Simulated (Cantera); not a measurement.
Input (Python, Cantera) and output of one run.

```python
import numpy as np
import cantera as ct

gas_names = """
    N2 SF6 NF3
""".split()
cond_names = """
    S(cr1) S(cr2) S(L)
""".split()


def load(file, names, dense=False):
    # The tables refer to 1 bar. Condensed volumes are neglected.
    table = {s.name: s for s in ct.Species.list_from_file(file)}
    out = []
    for n in names:
        d = dict(table[n].input_data)
        d["thermo"] = dict(d["thermo"], **{"reference-pressure": 1e5})
        if dense:
            d["equation-of-state"] = {"model": "constant-volume", "density": "1e6 g/cm^3"}
        out.append(ct.Species.from_dict(d))
    return out


species = {s.name: s for s in load("nasa_gas.yaml", gas_names) + load("nasa_condensed.yaml", cond_names)}
# Each term lists the table entries of one substance; the one whose range holds T is used.
reactions = {
    'N2(g) + SF6(g) = 2 NF3(g) + S':
        [(-1, ['N2']), (-1, ['SF6']), (2, ['NF3']), (1, ['S(cr1)', 'S(cr2)', 'S(L)'])],
}


def pick(names, T):
    return next(species[n] for n in names if species[n].thermo.min_temp <= T <= species[n].thermo.max_temp)


results = []
for label, terms in reactions.items():
    print(label)
    print("     T/K   dH/kJ  dS/(J/K)   dG/kJ   log10 K")
    for T in [725, 775, 825, 875, 925, 975, 1025, 1075]:
        used = [(nu, pick(names, T)) for nu, names in terms]
        dH = sum(nu * s.thermo.h(T) for nu, s in used) / 1e6
        dS = sum(nu * s.thermo.s(T) for nu, s in used) / 1e3
        dG = dH - T * dS / 1e3
        logK = -dG * 1e6 / (ct.gas_constant * T * np.log(10))
        results.append((label, T, dH, dS, dG, logK, [s.name for _, s in used]))
        print(f"{T:8g} {dH:8.1f} {dS:8.1f} {dG:8.1f} {logK:8.2f}")
```

It prints:

```
N2(g) + SF6(g) = 2 NF3(g) + S
     T/K   dH/kJ  dS/(J/K)   dG/kJ   log10 K
     725    964.5     86.4    901.8   -64.97
     775    964.9     87.0    897.5   -60.49
     825    965.4     87.6    893.1   -56.55
     875    966.0     88.3    888.7   -53.05
     925    966.6     89.0    884.3   -49.94
     975    967.2     89.7    879.8   -47.13
    1025    967.8     90.2    875.3   -44.61
    1075    968.3     90.6    870.8   -42.31
```

Source: NASA polynomial tables (part measured, part estimated), evaluated in Cantera. Condensed species are held in their standard states even where they would react or evaporate.
